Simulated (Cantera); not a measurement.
Input: 1 mol Fe(CO)5, 7 mol H2, held at 900 K and 1330 Pa.

Cantera equilibrium calculation (NASA polynomials, part measured and part estimated; ideal gas, pure solids and liquids). Candidate condensed phases: C, C6H6, C7H8, C8H18, Fe, Fe(CO)5, FeO, Fe(OH)2, Fe(OH)3, Fe2O3, Fe3O4, H2O; 114 gas species. Condensed phases not in the tables: cementite and carbon dissolved in iron. The numbers say what is thermodynamically allowed, not how fast it happens.

Base state: H2 0.585, CO 0.395, CO2 0.0116, H2O 0.00747, CH4 0.00142 (mole fractions); condensed: C(graphite) + Fe(α).

Problem. What changes in the equilibrium state with this change: pressure from 1330 Pa to 10000 Pa?

Solution. 
```
species            before   after
----------------  -------  ------
H2                  0.585   0.582
CO                  0.395   0.310
CO2                0.0116  0.0538
H2O               0.00747  0.0438
CH4               0.00142  0.0106
C(graphite), mol    0.207   0.943
Fe(α), mol           1.00    1.00
```

Problem. What changes in the equilibrium state with this change: H2 from 7 to 1.4 mol?

Solution. 
```
species            before     after
----------------  -------  --------
CO                  0.395     0.732
H2                  0.585     0.223
CO2                0.0116    0.0399
CH4               0.00142  0.000207
H2O               0.00747   0.00528
C(graphite), mol    0.207     0.275
Fe(α), mol           1.00      1.00
```

Problem. What changes in the equilibrium state with this change: H2 from 7 to 4 mol?

Solution. 
| species | before | after |
|---|---|---|
| CO | 0.395 | 0.523 |
| H2 | 0.585 | 0.448 |
| CO2 | 0.0116 | 0.0204 |
| CH4 | 0.00142 | 0.000835 |
| H2O | 0.00747 | 0.00759 |
| C(graphite), mol | 0.207 | 0.237 |
| Fe(α), mol | 1.00 | 1.00 |
